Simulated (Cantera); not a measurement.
## Hydrocarbon pyrolysis for carbon deposition

An isothermal, constant-pressure homogeneous reactor starts with C2H6 : H2 = 1 : 23 (molar parts), at 1148 K and 10.00 Torr.

Computed with Cantera and GRI-Mech 3.0 (53 species, 325 reactions). GRI-Mech 3.0 stops at C3 and has no aromatics, soot or wall deposition, so with more carbon than oxygen in the feed, carbon stays in small species such as C2H2 where larger ones or solid carbon would form. Radical loss at walls, strong at low pressure, is not modelled.

```json
[
 {"t (s)": "7.00e-6", "x C2H6": "0.0417", "x H2": "0.958", "x CH4": "3.24e-10", "x C2H": "<1e-12", "x C2H2": "<1e-12", "x H": "3.09e-10", "x CH3": "2.44e-8"},
 {"t (s)": "1.90e-5", "x C2H6": "0.0417", "x H2": "0.958", "x CH4": "2.35e-9", "x C2H": "<1e-12", "x C2H2": "<1e-12", "x H": "2.09e-9", "x CH3": "6.46e-8"},
 {"t (s)": "5.15e-5", "x C2H6": "0.0417", "x H2": "0.958", "x CH4": "1.66e-8", "x C2H": "<1e-12", "x C2H2": "<1e-12", "x H": "1.27e-8", "x CH3": "1.65e-7"},
 {"t (s)": "0.000140", "x C2H6": "0.0417", "x H2": "0.958", "x CH4": "1.10e-7", "x C2H": "<1e-12", "x C2H2": "<1e-12", "x H": "6.10e-8", "x CH3": "3.83e-7"},
 {"t (s)": "0.000378", "x C2H6": "0.0417", "x H2": "0.958", "x CH4": "6.25e-7", "x C2H": "<1e-12", "x C2H2": "<1e-12", "x H": "2.18e-7", "x CH3": "7.11e-7"},
 {"t (s)": "0.00103", "x C2H6": "0.0417", "x H2": "0.958", "x CH4": "2.72e-6", "x C2H": "<1e-12", "x C2H2": "1.84e-12", "x H": "6.49e-7", "x CH3": "9.29e-7"},
 {"t (s)": "0.00278", "x C2H6": "0.0416", "x H2": "0.958", "x CH4": "9.44e-6", "x C2H": "<1e-12", "x C2H2": "1.58e-10", "x H": "1.81e-6", "x CH3": "1.12e-6"},
 {"t (s)": "0.00755", "x C2H6": "0.0414", "x H2": "0.958", "x CH4": "4.00e-5", "x C2H": "<1e-12", "x C2H2": "9.95e-9", "x H": "4.82e-6", "x CH3": "2.49e-6"},
 {"t (s)": "0.0205", "x C2H6": "0.0401", "x H2": "0.958", "x CH4": "0.000334", "x C2H": "<1e-12", "x C2H2": "4.99e-7", "x H": "1.20e-5", "x CH3": "1.03e-5"},
 {"t (s)": "0.0555", "x C2H6": "0.0330", "x H2": "0.957", "x CH4": "0.00300", "x C2H": "<1e-12", "x C2H2": "1.63e-5", "x H": "2.26e-5", "x CH3": "2.81e-5"},
 {"t (s)": "0.150", "x C2H6": "0.0156", "x H2": "0.953", "x CH4": "0.0115", "x C2H": "<1e-12", "x C2H2": "0.000215", "x H": "2.69e-5", "x CH3": "2.39e-5"},
 {"t (s)": "0.408", "x C2H6": "0.00261", "x H2": "0.951", "x CH4": "0.0180", "x C2H": "2.26e-12", "x C2H2": "0.00107", "x H": "1.87e-5", "x CH3": "8.35e-6"},
 {"t (s)": "1.11", "x C2H6": "0.000342", "x H2": "0.950", "x CH4": "0.0189", "x C2H": "1.94e-12", "x C2H2": "0.00232", "x H": "7.44e-6", "x CH3": "2.84e-6"},
 {"t (s)": "3.00", "x C2H6": "0.000109", "x H2": "0.950", "x CH4": "0.0191", "x C2H": "1.63e-12", "x C2H2": "0.00373", "x H": "3.90e-6", "x CH3": "1.48e-6"}
]
```
x: mole fraction; the columns are a selection and need not sum to one.

Equilibrium at this temperature and pressure: C2H6 3.40e-6, H2 0.921, CH4 0.0754, C2H <1e-12, C2H2 0.00276, H 5.99e-7, CH3 9.17e-7 (gas phase only).
